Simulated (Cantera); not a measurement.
## Stirred combustor or abatement burner

A perfectly stirred reactor is fed with H2 : O2 : N2 = 1 : 0.649 : 2.44 (molar parts), at 3.50 bar; it is adiabatic with a 398 K inlet, and is followed from long to short residence time, starting on the burning branch (τ in s: 0.021, 0.011, 0.0057, 0.003, 0.0016, 0.00083, 0.00044, 0.00023, 0.00012, 6.3e-05, 3.3e-05, 1.7e-05, 9.1e-06).

Cantera simulation using GRI-Mech 3.0 (53 species, 325 reactions); the numbers are that mechanism's predictions, not measurements. The hydrogen kinetics of GRI-Mech 3.0 are dated; newer H2 mechanisms differ, most at raised pressure.

| τ (s) | T (K) | x H2 | x O2 | x H2O2 | x NO | x NO2 |
|---|---|---|---|---|---|---|
| 0.021 | 2209 | 0.00108 | 0.0403 | 3.76e-7 | 0.000805 | 8.56e-7 |
| 0.011 | 2207 | 0.00123 | 0.0405 | 3.89e-7 | 0.000490 | 5.35e-7 |
| 0.0057 | 2204 | 0.00151 | 0.0405 | 4.11e-7 | 0.000307 | 3.46e-7 |
| 0.0030 | 2197 | 0.00196 | 0.0406 | 4.49e-7 | 0.000206 | 2.39e-7 |
| 0.0016 | 2187 | 0.00267 | 0.0407 | 5.08e-7 | 0.000147 | 1.71e-7 |
| 0.00083 | 2171 | 0.00381 | 0.0409 | 6.00e-7 | 0.000107 | 1.20e-7 |
| 0.00044 | 2148 | 0.00542 | 0.0412 | 7.22e-7 | 8.01e-5 | 8.36e-8 |
| 0.00023 | 2115 | 0.00772 | 0.0418 | 8.87e-7 | 6.10e-5 | 5.72e-8 |
| 0.00012 | 2069 | 0.0108 | 0.0428 | 1.11e-6 | 4.90e-5 | 4.08e-8 |
| 6.3e-5 | 2008 | 0.0146 | 0.0442 | 1.41e-6 | 4.24e-5 | 3.17e-8 |
| 3.3e-5 | 1930 | 0.0193 | 0.0464 | 1.87e-6 | 3.83e-5 | 2.62e-8 |
| 1.7e-5 | 1830 | 0.0253 | 0.0496 | 2.73e-6 | 3.32e-5 | 2.12e-8 |
| 9.1e-6 | 1717 | 0.0334 | 0.0545 | 4.32e-6 | 2.55e-5 | 1.57e-8 |
x: mole fraction; the columns are a selection and need not sum to one.
